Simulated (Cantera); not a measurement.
Feed: 1 mol Si3H8, 0.81 mol Cl2, 3.4 mol H2, held at 5000 Pa.

Cantera equilibrium calculation (NASA polynomials, part measured and part estimated; ideal gas, pure solids and liquids). Candidate condensed phases: Si; 19 gas species. The feed counts by its element totals alone. The tables' values for SiCl3 are old estimates; treat these amounts as uncertain. The numbers say what is thermodynamically allowed, not how fast it happens.

Q: At 898 K, list the 4 most abundant gas species with their mole fractions, and the condensed phases.

A: H2 0.939, SiCl4 0.0393, SiHCl3 0.0138, HCl 0.00747. Condensed: Si(s).
